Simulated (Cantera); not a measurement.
A closed system holds: 1 mol TiCl4, 3.7 mol O2, equilibrated at 0.133 bar.

Method: chemical equilibrium by Gibbs-energy minimisation in Cantera with the NASA 1993 tables (ideal gas, pure condensed phases). Candidate condensed phases: Ti, TiCl2, TiCl3, TiCl4, TiO, TiO2, Ti2O3, Ti3O5, Ti4O7; 15 gas species. The numbers say what is thermodynamically allowed, not how fast it happens. All values below are at 1902 °C.

Base state: Cl 0.562, O2 0.409, Cl2 0.0226, O 0.00403, ClO 0.00175, TiOCl2 0.000406, TiCl4 5.02e-5, TiO2 2.80e-5 (mole fractions); condensed: TiO2(l).

Task: What changes in the equilibrium state with this change: TiCl4 replaced by Ti(OiPr)4?

Result: 
```tsv
species	before	after
H2	0	0.548
CO	0	0.442
H	0	0.00989
Cl	0.562	0
O2	0.409	<1e-9
Cl2	0.0226	0
TiO	2.66e-9	6.37e-5
ClO	0.00175	0
O	0.00403	4.98e-9
TiOCl2	0.000406	0
TiO2(l), mol	0.997	0
TiC(s), mol	0	0.802
TiO(l), mol	0	0.196
```
The feed counts by its element totals alone. Mutual solubility and eutectic melting of coexisting phases are not modelled. TiC, TiO: taken at fixed stoichiometry. Condensed phases not in the tables: solid solutions among these carbides, nitrides and lower oxides. Further candidate phases: C, C6H6, C7H8, C8H18, H2O, TiC.
